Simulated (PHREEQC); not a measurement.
Polishing slurry liquid (model solution)

Consider water at 25 °C with 0.23 mol/kgw K2CO3, 8.4e-06 mol/kgw H4SiO4 and 8.4e-05 mol/kgw CuSO4. Closed to the air; pH follows from the charge balance.

Model: ion-association model, wateq4f.dat, run in PHREEQC.

Each row changes one thing in this solution. This is a speciation only: nothing precipitates in the calculation.

```csv
case,pH,ionic strength (mol/kgw),CO3-2 (mol/kgw),HCO3- (mol/kgw),Cu(OH)2 (mol/kgw),SO4-2 (mol/kgw),SI of Malachite (Cu2(OH)2CO3),SI of Cu(OH)2 (Cu(OH)2)
as made,11.47,0.685,0.225,0.00498,7.91e-5,5.46e-5,+0.21,+1.01
temperature from 25 to 65 °C,10.81,0.677,0.217,0.0131,5.40e-5,4.45e-5,?,+2.16
temperature from 25 to 80 °C,10.63,0.672,0.212,0.0180,3.98e-5,4.15e-5,+3.25,+2.45
K2CO3 replaced by Na2CO3 at the same molality,11.33,0.415,0.0909,0.00316,8.11e-5,6.16e-5,+0.14,+0.99
K2CO3 replaced by KHCO3 at the same molality,8.05,0.233,0.00297,?,?,5.90e-5,+1.38,-0.96
0.14 mol/kgw NaHCO3 added,9.91,0.715,0.173,0.138,3.44e-6,5.23e-5,+0.49,-0.35
```

Task: Some entries are withheld; supply them.

Result: 
- temperature from 25 to 65 °C, SI of Malachite (Cu2(OH)2CO3): +2.66
- K2CO3 replaced by KHCO3 at the same molality, HCO3- (mol/kgw): 0.224
- K2CO3 replaced by KHCO3 at the same molality, Cu(OH)2 (mol/kgw): 9.52e-7

The ionic strength passes 0.7 mol/kgw, the rough limit of the ion-association models, in 0.14 mol/kgw NaHCO3 added. Species that the database lacks are ignored. Some of these states are supersaturated (in Cu(OH)2, Malachite, Tenorite (slow to form), for instance). Constants without temperature data keep their 25 °C values here. The database's constant for dissolved Cu(OH)2 is higher than later reviews accept.
